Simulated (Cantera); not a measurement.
Feed: 1 mol Si, 3.4 mol HCl, 18 mol H₂, held at 1.50 bar.

Cantera equilibrium calculation (NASA polynomials, part measured and part estimated; ideal gas, pure solids and liquids). Candidate condensed phases: Si; 19 gas species. Kinetics and transport are ignored.

Over these rows the condensed part is Si(s). Partial pressures as log10 of bar:

```csv
T (K),1000/T (1/K),log p SiCl₂,log p H₂,log p HCl,log p SiCl₄,log p SiHCl₃
950,1.0526,-4.27,0.15,-2.15,-1.46,-1.49
1050,0.9524,-3.45,0.15,-1.79,-1.48,-1.52
1150,0.8696,-2.80,0.15,-1.50,-1.52,-1.57
1250,0.8000,-2.28,0.14,-1.27,-1.62,-1.65
1350,0.7407,-1.88,0.14,-1.10,-1.79,-1.79
1450,0.6897,?,0.13,-0.99,-2.06,-2.02
```

### Question
Fit log p(SiCl₂) = a + b·(1000/T) to the five rows, give the apparent enthalpy, and predict the row at 1450 K.

### Answer
Means: 1000/T = 0.8831, log p = -2.936. Sxy = -0.468457, Sxx = 0.0608984, so b = -7.69 and a = -2.936 − (-7.69)×0.8831 = 3.85.
Apparent enthalpy: −19.145 × (-7.69) = 147 kJ/mol. With the condensed phases at unit activity, 1/2 Si(s) + 1/2 SiCl₄(g) = SiCl₂(g) links this pressure to the main gases: over the six rows their terms move log p by -0.30 in all, so the slope isn't that reaction's ΔH° alone. The five rows lie within 0.04 of the line.
Prediction at 1450 K: 3.85 + (-7.69)×0.6897 = -1.45. The computed value is -1.61, 0.16 from the line.
